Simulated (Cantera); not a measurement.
Standard-state values (1 bar) from the NASA 1993 polynomials, evaluated with Cantera. Values are per mole of reaction as written; species without (g) are pure solids or liquids, kept so even where they would boil at 1 bar.

TiCl3(g) + HCl(g) → H(g) + TiCl4

| T (K) | ΔH° (kJ) | ΔS° (J/K) | ΔG° (kJ) | log10 K |
|---|---|---|---|---|
| 300 | 45.6 | -136.2 | 86.4 | -15.05 |
| 350 | 48.7 | -126.6 | 93.0 | -13.88 |
| 375 | [?] | [?] | [?] | [?] |
| 400 | 51.7 | -118.5 | 99.1 | -12.94 |
| 425 | 53.2 | -115.0 | 102.0 | -12.54 |
| 450 | 54.6 | -111.7 | 104.9 | -12.17 |
| 475 | 56.1 | -108.6 | 107.6 | -11.84 |
| 500 | 57.5 | -105.6 | 110.3 | -11.52 |
| 525 | [?] | [?] | [?] | [?] |

Problem. Some entries are withheld; supply them.

Solution. 
- 375, ΔH° (kJ): 50.2
- 375, ΔS° (J/K): -122.4
- 375, ΔG° (kJ): 96.1
- 375, log10 K: -13.39
- 525, ΔH° (kJ): 58.9
- 525, ΔS° (J/K): -102.9
- 525, ΔG° (kJ): 112.9
- 525, log10 K: -11.23
